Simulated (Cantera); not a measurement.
Input (Python, Cantera):

```python
import numpy as np
import cantera as ct

gas = ct.Solution("h2o2.yaml")
gas.TPX = 1475, 39000, {'H2': 1, 'O2': 0.455, 'N2': 1.71}
reactor = ct.IdealGasConstPressureReactor(gas, energy="on", clone=False)
net = ct.ReactorNet([reactor])
net.rtol, net.atol = 1e-08, 1e-16
show = ['H2', 'O2', 'H', 'OH', 'H2O', 'H2O2']
times = np.geomspace(6e-06, 0.3, 16)

steps = ct.SolutionArray(gas, extra=["t"])
rows = []
print(f"{'t/s':>10s}{'T/K':>9s}{'P/Pa':>11s}" + "".join(f"{s:>11s}" for s in show))
for t in times:
    while net.time < t:
        t_next = net.step()
        steps.append(gas.state, t=t_next)
    rows.append([np.interp(t, steps.t, y) for y in (steps.T, steps.P, *steps(*show).X.T)])
    print(f"{t:10.3e}{rows[-1][0]:9.1f}{rows[-1][1]:11.4g}" + "".join(f"{x:11.3e}" for x in rows[-1][2:]))
rate = np.gradient(steps.T, steps.t)
print("integrator steps:", len(steps.t))
if steps.T.max() > steps.T[0] + 200:
    print(f"time of steepest temperature rise: {steps.t[rate.argmax()]:.4e} s")
gas.TPX = 1475, 39000, {'H2': 1, 'O2': 0.455, 'N2': 1.71}
gas.equilibrate("HP")
print(f"equilibrium (HP): T = {gas.T:.1f} K  " + "  ".join(f"{s} {gas[s].X[0]:.3e}" for s in show))
```

Result:

```
       t/s      T/K       P/Pa         H2         O2          H         OH        H2O       H2O2
 6.000e-06   1475.0    3.9e+04  3.160e-01  1.438e-01  1.567e-06  1.676e-07  1.278e-06  7.239e-09
 1.234e-05   1475.0    3.9e+04  3.159e-01  1.437e-01  2.048e-05  2.234e-06  2.241e-05  2.892e-08
 2.539e-05   1477.6    3.9e+04  3.103e-01  1.414e-01  3.329e-03  3.684e-04  3.849e-03  2.868e-07
 5.223e-05   1753.0    3.9e+04  6.852e-02  3.222e-02  1.235e-01  1.924e-02  1.808e-01  6.643e-07
 1.075e-04   2045.7    3.9e+04  7.413e-02  2.695e-02  9.276e-02  2.638e-02  1.946e-01  2.442e-07
 2.210e-04   2325.7    3.9e+04  7.537e-02  2.206e-02  6.684e-02  3.124e-02  2.114e-01  1.267e-07
 4.547e-04   2584.3    3.9e+04  7.283e-02  1.745e-02  4.584e-02  3.299e-02  2.308e-01  1.248e-07
 9.354e-04   2749.6    3.9e+04  6.918e-02  1.434e-02  3.396e-02  3.229e-02  2.455e-01  1.974e-07
 1.924e-03   2778.3    3.9e+04  6.837e-02  1.378e-02  3.203e-02  3.200e-02  2.482e-01  2.198e-07
 3.959e-03   2778.7    3.9e+04  6.836e-02  1.377e-02  3.201e-02  3.200e-02  2.483e-01  2.201e-07
 8.143e-03   2778.7    3.9e+04  6.836e-02  1.377e-02  3.201e-02  3.200e-02  2.483e-01  2.201e-07
 1.675e-02   2778.7    3.9e+04  6.836e-02  1.377e-02  3.201e-02  3.200e-02  2.483e-01  2.201e-07
 3.446e-02   2778.7    3.9e+04  6.836e-02  1.377e-02  3.201e-02  3.200e-02  2.483e-01  2.201e-07
 7.089e-02   2778.7    3.9e+04  6.836e-02  1.377e-02  3.201e-02  3.200e-02  2.483e-01  2.201e-07
 1.458e-01   2778.7    3.9e+04  6.836e-02  1.377e-02  3.201e-02  3.200e-02  2.483e-01  2.201e-07
 3.000e-01   2778.7    3.9e+04  6.836e-02  1.377e-02  3.201e-02  3.200e-02  2.483e-01  2.201e-07
integrator steps: 1226
time of steepest temperature rise: 3.6023e-05 s
equilibrium (HP): T = 2778.7 K  H2 6.836e-02  O2 1.377e-02  H 3.201e-02  OH 3.200e-02  H2O 2.483e-01  H2O2 2.201e-07
```

Detailed kinetics in Cantera: the H2/O2 subset of GRI-Mech 3.0, which has no nitrogen chemistry.
